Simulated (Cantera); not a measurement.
Input (Python, Cantera) and output of one run.

```python
import numpy as np
import cantera as ct

gas_names = """
    C CH CH2 CH3 CH2OH CH3O CH4 CH3OH CO COS CO2 COOH CS CS2 C2 C2H CHCO,ketyl C2H2,acetylene
    C2H2,vinylidene CH2CO,ketene C2H3,vinyl CH3CO,acetyl C2H4 C2H4O,ethylen CH3CHO,ethanal CH3COOH
    (HCOOH)2 C2H5 C2H6 CH3OCH3 C2H5OH C2O C3 C3H3,propargyl C3H4,allene C3H4,propyne C3H4,cyclo-
    C3H5,allyl C3H6,propylene C3H6,cyclo- C3H6O C3H7,n-propyl C3H7,i-propyl C3H8 C3H8O,1propanol
    C3H8O,2propanol C3O2 C4 C4H2 C4H4,1,3-cyclo- C4H6,butadiene C4H6,2-butyne C4H6,cyclo- C4H8,1-butene
    C4H8,cis2-buten C4H8,tr2-butene C4H8,isobutene C4H8,cyclo- (CH3COOH)2 C4H9,n-butyl C4H9,i-butyl
    C4H9,s-butyl C4H9,t-butyl C4H10,isobutane C4H10,n-butane C5 C5H6,1,3cyclo- C5H8,cyclo-
    C5H10,1-pentene C5H10,cyclo- C5H11,pentyl C5H11,t-pentyl C5H12,n-pentane C5H12,i-pentane
    CH3C(CH3)2CH3 C6H2 C6H5,phenyl C6H5O,phenoxy C6H6 C6H5OH,phenol C6H10,cyclo- C6H12,1-hexene
    C6H12,cyclo- C6H13,n-hexyl C7H7,benzyl C7H8 C7H8O,cresol C7H14,1-heptene C7H15,n-heptyl
    C7H16,n-heptane C8H8,styrene C8H10,ethylbenz C8H16,1-octene C8H17,n-octyl C8H18,isooctane
    C8H18,n-octane C9H19,n-nonyl C10H8,naphthale C10H21,n-decyl C12H9,o-bipheny C12H10,bipheny H HCO HO2
    H2 HCHO,formaldehy HCOOH H2O H2O2 H2S H2SO4 Mg MgH MgO MgOH MgO2H2 MgS Mg2 O OH O2 O3 S SH SO SO2
    SO3 S2 S2O S8
""".split()
cond_names = """
    C(gr) C6H6(L) C7H8(L) C8H18(L),n-octa H2O(s) H2O(L) H2SO4(L) Mg(cr) Mg(L) MgCO3(s) MgO(s) MgO(L)
    MgO2H2(s) MgS(s) MgSO4(s) MgSO4(L) S(cr1) S(cr2) S(L)
""".split()


def load(file, names, dense=False):
    # The tables refer to 1 bar. Condensed volumes are neglected.
    table = {s.name: s for s in ct.Species.list_from_file(file)}
    out = []
    for n in names:
        d = dict(table[n].input_data)
        d["thermo"] = dict(d["thermo"], **{"reference-pressure": 1e5})
        if dense:
            d["equation-of-state"] = {"model": "constant-volume", "density": "1e6 g/cm^3"}
        out.append(ct.Species.from_dict(d))
    return out


gas = ct.Solution(thermo="ideal-gas", species=load("nasa_gas.yaml", gas_names))
cond = {s.name: ct.Solution(thermo="fixed-stoichiometry", species=[s], name=s.name)
        for s in load("nasa_condensed.yaml", cond_names, dense=True)}
atoms = {
    'MgO': {'Mg': 1, 'O': 1},
    'C': {'C': 1},
    'CO': {'C': 1, 'O': 1},
    'H2S': {'H': 2, 'S': 1},
}
top_T = {'C(gr)': 4500, 'MgS(s)': 2250}  # K; cautious upper limits of use, not melting points


def equilibrate(T, P, feed):
    n = {}
    for name, mol in feed.items():
        for a, k in atoms[name].items():
            n[a] = n.get(a, 0.0) + k * mol
    gas.TPX = T, P, n
    mass = sum(n.values()) * gas.mean_molecular_weight
    gas.equilibrate("TP")
    valid = [c for c in cond.values() if c.min_temp <= T <= top_T.get(c.name, c.max_temp)]
    mix = ct.Mixture([(gas, mass / gas.mean_molecular_weight)] + [(c, 0.0) for c in valid])
    mix.T, mix.P = T, P
    mix.equilibrate("TP", solver="vcs", rtol=1e-11, max_steps=5000)
    return mix


results = []
feed = {'MgO': 1, 'C': 0.98, 'CO': 0.01, 'H2S': 0.00019}  # mol
P = 31  # Pa
for T in [1898, 1998, 2098, 2198, 2298, 2398, 2498]:
    mix = equilibrate(T, P, feed)
    results.append((T, P, feed, dict(zip(mix.species_names, mix.species_moles))))
    x = sorted(zip(gas.X, gas.species_names), reverse=True)
    print(f"T = {T:g} K  P = {P:g} Pa  gas = {mix.phase_moles(0):.4g} mol")
    print("   x: " + "  ".join(f"{s} {v:.3e}" for v, s in x if v > 0.001))
    print("   condensed (mol): " + ("  ".join(f"{mix.phase(i).name} {mix.phase_moles(i):.4g}"
          for i in range(1, mix.n_phases) if mix.phase_moles(i) > 1e-12) or "none"))
```

Result:

```
T = 1898 K  P = 31 Pa  gas = 1.976 mol
   x: CO 4.986e-01  Mg 4.986e-01  CO2 2.505e-03
   condensed (mol): MgO(s) 0.01501
T = 1998 K  P = 31 Pa  gas = 1.991 mol
   x: Mg 5.023e-01  CO 4.874e-01  CO2 9.880e-03
   condensed (mol): none
T = 2098 K  P = 31 Pa  gas = 1.991 mol
   x: Mg 5.021e-01  CO 4.876e-01  CO2 9.619e-03
   condensed (mol): none
T = 2198 K  P = 31 Pa  gas = 1.992 mol
   x: Mg 5.017e-01  CO 4.880e-01  CO2 8.826e-03
   condensed (mol): none
T = 2298 K  P = 31 Pa  gas = 1.996 mol
   x: Mg 5.008e-01  CO 4.890e-01  CO2 6.992e-03  O 2.600e-03
   condensed (mol): none
T = 2398 K  P = 31 Pa  gas = 2.001 mol
   x: Mg 4.995e-01  CO 4.904e-01  O 5.168e-03  CO2 4.365e-03
   condensed (mol): none
T = 2498 K  P = 31 Pa  gas = 2.006 mol
   x: Mg 4.984e-01  CO 4.914e-01  O 7.461e-03  CO2 2.172e-03
   condensed (mol): none
```

Equilibrium computed with Cantera from the NASA thermochemical tables; the gas is ideal and each condensed phase is pure.
